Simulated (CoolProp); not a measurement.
A simple Rankine cycle with R141b: condensing at 300.15 K, boiler at 1.02 MPa, turbine inlet 397.5 K, turbine efficiency 0.75, pump efficiency 0.7, no recuperator. Each further row changes one setting.

Values from CoolProp's reference Helmholtz-energy equation of state, Lemmon 2006. It is a short technical equation, of lower accuracy than the large ones.

```
case                             thermal efficiency (%)  net work (kJ/kg)  heat in (kJ/kg)  turbine exit temperature (K)  volume ratio over the turbine
-------------------------------  ----------------------  ----------------  ---------------  ----------------------------  -----------------------------
as stated                                          14.4              41.8              290                         329.0                           11.8
turbine inlet 417.5 K                              14.5              45.1              311                         350.0                           11.6
condensing temperature 292.15 K                    15.6              46.6              299                         322.3                           15.7
boiler pressure 0.714 MPa                          12.8              37.8              297                         341.5                           8.02
turbine efficiency 0.65                            12.4              36.1              290                         335.9                           12.1
```
